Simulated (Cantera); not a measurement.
A Cantera script and its output.

```python
import numpy as np
import cantera as ct

gas = ct.Solution("gri30.yaml")


def delay(T, t_max=10):
    gas.TPX = T, 1000000, {'CH3OH': 1, 'O2': 1.15, 'N2': 4.34}
    reactor = ct.IdealGasReactor(gas, clone=False)
    net = ct.ReactorNet([reactor])
    net.rtol, net.atol = 1e-8, 1e-16
    while net.time < t_max:
        t_old, T_old = net.time, reactor.T
        net.step()
        if reactor.T > T + 400:  # ignition: a rise of 400 K
            return t_old + (T + 400 - T_old) / (reactor.T - T_old) * (net.time - t_old)
    return np.nan


taus = []
for T in [1000, 1075, 1150, 1225, 1300, 1375, 1450, 1525]:
    taus.append(delay(T))
    print(f"T0 = {T:6g} K   tau = {taus[-1]:.4e} s")
```

It prints:

```
T0 =   1000 K   tau = 8.0243e-02 s
T0 =   1075 K   tau = 1.4606e-02 s
T0 =   1150 K   tau = 3.3111e-03 s
T0 =   1225 K   tau = 9.0244e-04 s
T0 =   1300 K   tau = 2.8808e-04 s
T0 =   1375 K   tau = 1.0562e-04 s
T0 =   1450 K   tau = 4.3778e-05 s
T0 =   1525 K   tau = 2.0214e-05 s
```

Detailed kinetics in Cantera: GRI-Mech 3.0 (53 species, 325 reactions). GRI-Mech 3.0 was tuned for natural gas; its chemistry of methanol as a main component is partial and can be far from experiment.
